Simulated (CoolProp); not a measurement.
A closed Brayton cycle with dry air: compressor inlet 320.15 K and 4.5 MPa, high pressure 13.8 MPa, turbine inlet 640 K, compressor efficiency 0.85, turbine efficiency 0.93, recuperator effectiveness 0.8 (on enthalpy, no pinch check). Each further row changes one setting.

Values from CoolProp's reference Helmholtz-energy equation of state, Lemmon 2000. It is a pseudo-pure fit of the blend.

```
case                           thermal efficiency (%)  net work (kJ/kg)  compressor to turbine work  compressor exit (K)  turbine exit (K)
-----------------------------  ----------------------  ----------------  --------------------------  -------------------  ----------------
as stated                                         [?]              23.8                        0.86                463.3             480.5
turbine inlet 590 K                               [?]              10.1                        0.94                463.3               [?]
compressor inlet 330.15 K                        10.9               [?]                        0.89                  [?]             480.5
high pressure 11.7 MPa                            [?]              26.7                        0.82                439.3               [?]
recuperator effectiveness 0.5                    13.0              23.8                        0.86                463.3             480.5
```

Problem. What belongs in the gaps?

Solution. 
- as stated, thermal efficiency (%): 13.4
- turbine inlet 590 K, thermal efficiency (%): 7.3
- turbine inlet 590 K, turbine exit (K): 441.5
- compressor inlet 330.15 K, net work (kJ/kg): 19.0
- compressor inlet 330.15 K, compressor exit (K): 477.4
- high pressure 11.7 MPa, thermal efficiency (%): 16.2
- high pressure 11.7 MPa, turbine exit (K): 501.4
